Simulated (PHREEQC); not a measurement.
Consider water at 25 °C with 1.5 mol/kgw KCl and 0.43 mol/kgw Na2SO4. Closed to the air; pH follows from the charge balance.

All values are PHREEQC results (Pitzer model, pitzer.dat), not measurements.

Each row changes one thing in this solution. No solid was allowed to form.

```json
[
 {"case": "as made", "pH": "7.24", "SI of Sylvite (KCl)": "-1.09"},
 {"case": "0.41 mol/kgw NaOH added", "pH": "13.46", "SI of Sylvite (KCl)": "-1.07"},
 {"case": "temperature from 25 to 35 °C", "pH": "7.13", "SI of Sylvite (KCl)": "-1.18"},
 {"case": "Na2SO4 left out", "pH": "6.95", "SI of Sylvite (KCl)": "-1.02"},
 {"case": "Na2SO4 replaced by NaBr at the same molality", "pH": "6.89", "SI of Sylvite (KCl)": "-1.02"},
 {"case": "diluted 2-fold with water", "pH": "7.21", "SI of Sylvite (KCl)": "-1.65"},
 {"case": "Na2SO4 from 0.43 to 0.086 mol/kgw", "pH": "7.07", "SI of Sylvite (KCl)": "?"},
 {"case": "KCl from 1.5 to 0.75 mol/kgw", "pH": "7.27", "SI of Sylvite (KCl)": "?"},
 {"case": "Na2SO4 from 0.43 to 0.645 mol/kgw", "pH": "7.28", "SI of Sylvite (KCl)": "-1.11"}
]
```

Q: Some entries are withheld; supply them.

A: 
- Na2SO4 from 0.43 to 0.086 mol/kgw, SI of Sylvite (KCl): -1.04
- KCl from 1.5 to 0.75 mol/kgw, SI of Sylvite (KCl): -1.70
